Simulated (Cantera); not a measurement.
**Hydrocarbon pyrolysis for carbon deposition**

An isothermal, constant-pressure homogeneous reactor starts with C₂H₆ : N₂ = 1 : 2.7 (molar parts), at 1625 K and 1330 Pa.

Detailed kinetics in Cantera: GRI-Mech 3.0 (53 species, 325 reactions). GRI-Mech 3.0 stops at C3 and has no aromatics, soot or wall deposition, so with more carbon than oxygen in the feed, carbon stays in small species such as C2H2 where larger ones or solid carbon would form. Radical loss at walls, strong at low pressure, is not modelled.

```csv
t (s),x C₂H₆,x CH₃,x H₂,x C₂H,x CH₂,x C₂H₂,x HCN
1.00e-6,0.270,0.000208,2.04e-8,<1e-12,3.97e-11,<1e-12,<1e-12
3.28e-6,0.270,0.000679,1.99e-7,<1e-12,1.54e-9,<1e-12,<1e-12
1.07e-5,0.269,0.00220,3.12e-6,<1e-12,5.47e-8,6.04e-11,<1e-12
3.51e-5,0.265,0.00685,0.000112,<1e-12,1.52e-6,9.90e-9,6.95e-12
0.000115,0.249,0.0187,0.00372,1.93e-10,1.57e-5,5.92e-6,8.23e-9
0.000377,0.164,0.0401,0.0413,1.02e-7,4.60e-5,0.00156,1.86e-7
0.00124,0.0251,0.0275,0.132,1.38e-6,4.10e-5,0.0344,6.75e-7
0.00405,0.000676,0.00533,0.203,1.12e-6,6.95e-6,0.0960,9.66e-7
0.0133,7.48e-5,0.00169,0.235,4.91e-7,1.18e-6,0.126,9.82e-7
0.0434,2.42e-5,0.000913,0.253,3.14e-7,4.12e-7,0.143,9.76e-7
0.142,1.92e-5,0.000824,0.266,3.30e-7,3.77e-7,0.151,9.87e-7
0.466,1.17e-5,0.000659,0.289,3.73e-7,3.35e-7,0.157,1.05e-6
1.53,3.46e-6,0.000375,0.321,4.61e-7,2.36e-7,0.167,1.26e-6
5.00,3.84e-7,0.000135,0.342,6.14e-7,1.15e-7,0.173,1.79e-6
```
x: mole fraction; the columns are a selection and need not sum to one.

Equilibrium at this temperature and pressure: C₂H₆ 8.04e-10, CH₃ 4.85e-6, H₂ 0.350, C₂H 4.60e-7, CH₂ 4.83e-9, C₂H₂ 0.115, HCN 0.120 (gas phase only).
